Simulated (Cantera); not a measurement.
Input: 1 mol Fe₂O₃, 9.2 mol H₂, 0.35 mol H₂O, held at 1923.15 K and 1.33 mbar.

Equilibrium computed with Cantera from the NASA thermochemical tables; the gas is ideal and each condensed phase is pure. Candidate condensed phases: Fe, FeO, Fe(OH)₂, Fe(OH)₃, Fe₂O₃, Fe₃O₄, H₂O; 12 gas species. Each liquid is taken as pure. Mutual solubility and eutectic melting of coexisting phases are not modelled. The tables' stoichiometric FeO is somewhat more stable than real wüstite, so its field is too wide. FeO: taken at fixed stoichiometry. Kinetics and transport are ignored.

Base state: H₂ 0.592, H₂O 0.275, Fe 0.111, H 0.0199, FeO 0.000849, OH 0.000794, Fe(OH)₂ 7.57e-5, O 1.99e-5 (mole fractions); condensed: Fe(l) + FeO(l).

Problem. What changes in the equilibrium state with this change: Fe₂O₃ replaced by PbO?

Solution. 
| species | before | after |
|---|---|---|
| H₂ | 0.592 | 0.757 |
| H₂O | 0.275 | 0.126 |
| Pb | 0 | 0.0937 |
| Fe | 0.111 | 0 |
| H | 0.0199 | 0.0225 |
| FeO | 0.000849 | 0 |
| Fe(OH)₂ | 7.57e-5 | 0 |
| PbO | 0 | 5.27e-5 |
| O | 1.99e-5 | 7.14e-6 |
| OH | 0.000794 | 0.000322 |
| Fe(l), mol | 0.439 | 0 |
| FeO(l), mol | 0.340 | 0 |
Further candidate phases: Pb, PbO, PbO₂, Pb₃O₄.

Problem. What changes in the equilibrium state with this change: temperature from 1923.15 K to 1875 K?

Solution. 
```csv
species,before,after
H₂,0.592,0.633
H₂O,0.275,0.291
Fe,0.111,0.0609
H,0.0199,0.0143
O,1.99e-5,8.75e-6
FeO,0.000849,0.000405
OH,0.000794,0.000512
Fe(OH)₂,7.57e-5,6.30e-5
"Fe(l), mol",0.439,1.02
"FeO(l), mol",0.340,0.354
```
